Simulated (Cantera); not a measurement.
An isothermal, constant-pressure homogeneous reactor starts with NH₃ : N₂ = 1 : 11 (molar parts), at 2350 K and 12000 Pa. Integrator tolerance rtol = 1e-08.

Detailed kinetics in Cantera: the gas-phase N/H chemistry of the illustrative SiF4/NH3 mechanism in the Surface Chemkin manual (1991). Walls and surfaces, which speed up NH3 decomposition in real reactors, are not modelled.

Q: What does this change do: temperature 2350 to 1323 K?

A: 
| quantity | before | after |
|---|---|---|
| x(NH₃) at 2.00 s | 4.97e-8 (gas-phase equilibrium 4.97e-8) | 0.0833 (gas-phase equilibrium 4.92e-7) |
| x(N₂) at 2.00 s | 0.879 (gas-phase equilibrium 0.879) | 0.917 (gas-phase equilibrium 0.885) |
| x(H₂) at 2.00 s | 0.109 (gas-phase equilibrium 0.109) | 3.81e-5 (gas-phase equilibrium 0.115) |
| x(H) at 2.00 s | 0.0119 (gas-phase equilibrium 0.0119) | 2.18e-9 (gas-phase equilibrium 1.57e-6) |
| x(NH₂) at 2.00 s | 1.75e-8 (gas-phase equilibrium 1.75e-8) | 4.84e-6 (gas-phase equilibrium 1.24e-11) |

Q: What does this change do: temperature 2350 to 1248 K?

A: 
```
quantity                                           before                                     after
----------------  ---------------------------------------  ----------------------------------------
x(NH₃) at 2.00 s  4.97e-8 (gas-phase equilibrium 4.97e-8)    0.0833 (gas-phase equilibrium 6.68e-7)
x(N₂) at 2.00 s       0.879 (gas-phase equilibrium 0.879)       0.917 (gas-phase equilibrium 0.885)
x(H₂) at 2.00 s       0.109 (gas-phase equilibrium 0.109)     1.07e-6 (gas-phase equilibrium 0.115)
x(H) at 2.00 s      0.0119 (gas-phase equilibrium 0.0119)  4.23e-11 (gas-phase equilibrium 4.61e-7)
x(NH₂) at 2.00 s  1.75e-8 (gas-phase equilibrium 1.75e-8)  7.40e-7 (gas-phase equilibrium 4.53e-12)
```
